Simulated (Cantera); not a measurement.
Standard-state values (1 bar) from the NASA 1993 polynomials, evaluated with Cantera. Values are per mole of reaction as written; species without (g) are pure solids or liquids, kept so even where they would boil at 1 bar.

### Question
Between 898 and 1898 K, where is each reaction favourable under standard conditions?
- 2 CCl₄(g) + 5 Si → 4 SiCl₂(g) + SiC₂(g)

### Answer
- 2 CCl₄(g) + 5 Si → 4 SiCl₂(g) + SiC₂(g): ΔG° is -437 kJ at 898 K and -988 kJ at 1898 K; it stays negative (K > 1). ΔH° is -203 kJ and ΔS° 413 J/K at 1898 K.
